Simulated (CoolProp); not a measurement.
C3F8 (R218) at several states: Z from the reference equation and from simpler models built on Tc = 345.0 K, pc = 2.640 MPa, ω = 0.317; each cubic takes its own stable root.

The numbers come from the reference Helmholtz-energy equation of state, Lemmon 2006 in CoolProp. It is a short technical equation, of lower accuracy than the large ones.

```
T (K)  p (MPa)   phase  reference  van der Waals  Redlich-Kwong  Peng-Robinson
-----  -------  ------  ---------  -------------  -------------  -------------
215.7   0.0231     gas     0.9833         0.9922         0.9890         0.9868
375.1     0.11     gas     0.9898         0.9898         0.9888         0.9879
280.2     1.64  liquid        ___         0.1476         0.1049        0.08746
179.3   0.0377  liquid        ___            ___       0.002858            ___
171.7    0.117  liquid        ___        0.01356            ___       0.007902
```

Fill in the missing entries.


- 280.2, reference: 0.09241
- 179.3, reference: 0.002613
- 179.3, van der Waals: 0.9808
- 179.3, Peng-Robinson: 0.002465
- 171.7, reference: 0.008347
- 171.7, Redlich-Kwong: 0.009132

At some of these states van der Waals gives the other phase, because its saturation line lies elsewhere.
